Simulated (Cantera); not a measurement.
# Titanium nitride, carbide and oxide coatings: Ti + C₃H₈ + H₂

Input: 1 mol Ti, a varied amount of C₃H₈, 16 mol H₂, held at 1925 K and 1.33 mbar.

These are equilibrium values from Cantera (NASA tables, ideal gas, pure condensed phases), not measurements of a reactor. Candidate condensed phases: C, C₆H₆, C₇H₈, C₈H₁₈, Ti, TiC; 77 gas species. Mutual solubility and eutectic melting of coexisting phases are not modelled. TiC: taken at fixed stoichiometry. Condensed phases not in the tables: N, O or C dissolved in the metal. Kinetics and transport are ignored.

```
n(C₃H₈) (mol)   x H₂     x H     x Ti  x C₂H₂ (acetylene)     x CH₄     x CH₃    x C₂H  n Ti(β)  n TiC(s)  n C(graphite)
-------------  -----  ------  -------  ------------------  --------  --------  -------  -------  --------  -------------
0.11           0.972  0.0258  0.00264            1.02e-12  3.15e-11  1.67e-11   <1e-12    0.626     0.330              0
0.43           0.974  0.0258  1.26e-7            0.000446   6.60e-7   3.50e-7  1.70e-7        0     1.000          0.274
0.75           0.974  0.0258  1.26e-7            0.000446   6.60e-7   3.50e-7  1.70e-7        0     1.000           1.23
1.1            0.974  0.0258  1.26e-7            0.000446   6.60e-7   3.50e-7  1.70e-7        0     1.000           2.28
1.4            0.974  0.0258  1.26e-7            0.000446   6.60e-7   3.50e-7  1.70e-7        0     1.000           3.18
1.7            0.974  0.0258  1.26e-7            0.000446   6.60e-7   3.50e-7  1.70e-7        0     1.000           4.08
2              0.974  0.0258  1.26e-7            0.000446   6.60e-7   3.50e-7  1.70e-7        0     1.000           4.98
2.4            0.974  0.0258  1.26e-7            0.000446   6.60e-7   3.50e-7  1.70e-7        0     1.000           6.18
```
x: gas mole fraction; n: condensed amount in mol.

At 0.11 mol C₃H₈ the condensed part is Ti(β) + TiC(s). From 0.43 mol C₃H₈ to 2.4 mol C₃H₈ the condensed part is C(graphite) + TiC(s). The main Ti-bearing gas is Ti throughout.
